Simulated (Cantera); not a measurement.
Thermodynamics of nitride etching, feed AlN + H₂O + H₂

A closed system holds: 1 mol AlN, 0.22 mol H₂O, 12 mol H₂, at 63000 Pa.

Method: chemical equilibrium by Gibbs-energy minimisation in Cantera with the NASA 1993 tables (ideal gas, pure condensed phases). Candidate condensed phases: Al, AlN, Al₂O₃, H₂O; 35 gas species. Mutual solubility and eutectic melting of coexisting phases are not modelled. The tables' values for AlOH are old estimates; treat these amounts as uncertain. Condensed phases not in the tables: aluminium oxynitride. The numbers say what is thermodynamically allowed, not how fast it happens.

From 700 K to 2100 K the condensed part is AlN(s) + Al₂O₃(s).

| T (K) | log p H₂ | log p N₂ | log p H | log p Al₂O | log p Al | log p AlH | log p NH₃ | n AlN(s) | n Al₂O₃(s) |
|---|---|---|---|---|---|---|---|---|---|
| 700 | -0.20 | -2.44 | <-12 | <-12 | <-12 | <-12 | -3.55 | 0.853 | 0.0733 |
| 900 | -0.20 | -2.43 | -10.03 | <-12 | <-12 | <-12 | -4.44 | 0.853 | 0.0733 |
| 1100 | -0.20 | -2.43 | -7.69 | <-12 | <-12 | <-12 | -5.02 | 0.853 | 0.0733 |
| 1300 | -0.20 | -2.43 | -6.06 | <-12 | <-12 | -12.05 | -5.42 | 0.853 | 0.0733 |
| 1500 | -0.20 | -2.43 | -4.86 | -10.52 | -9.00 | -9.02 | -5.73 | 0.853 | 0.0733 |
| 1700 | -0.20 | -2.43 | -3.93 | -7.20 | -6.39 | -6.71 | -5.96 | 0.853 | 0.0733 |
| 1900 | -0.20 | -2.42 | -3.20 | -4.60 | -4.35 | -4.90 | -6.14 | 0.852 | 0.0731 |
| 2100 | -0.21 | -2.21 | -2.61 | -2.64 | -2.80 | -3.55 | -6.19 | 0.756 | 0.0580 |
log p: log10 of the partial pressure in bar; n: condensed amount in mol.
